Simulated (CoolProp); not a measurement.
Aqueous propylene glycol as a coolant, 41 % by mass, freezing at -21.5 °C, 1 atm.

Computed with CoolProp (Melinder's fits for secondary coolants).

| T (°C) | Prandtl number | density (kg/m³) | viscosity (mPa s) | cp (kJ/(kg K)) |
|---|---|---|---|---|
| -17.7 | 391 | 1050 | 41.1 | 3.564 |
| -11.8 | 254 | 1048 | 26.7 | 3.584 |
| -5.9 | 170 | 1046 | 17.9 | 3.604 |
| 0 | 118 | 1043 | 12.5 | 3.624 |
| 5.9 | ? | 1041 | 8.96 | ? |
| 11.8 | ? | 1038 | 6.63 | 3.663 |
| 17.8 | 46.8 | 1034 | ? | 3.683 |
| 23.7 | 36.3 | ? | 3.91 | 3.702 |
| 29.6 | 28.9 | ? | 3.12 | 3.722 |
| 35.5 | 23.5 | 1024 | 2.55 | ? |

Problem. Some entries are withheld; supply them.

Solution. 
- 5.9, Prandtl number: 84.3
- 5.9, cp (kJ/(kg K)): 3.643
- 11.8, Prandtl number: 62.1
- 17.8, viscosity (mPa s): 5.01
- 23.7, density (kg/m³): 1031
- 29.6, density (kg/m³): 1027
- 35.5, cp (kJ/(kg K)): 3.741
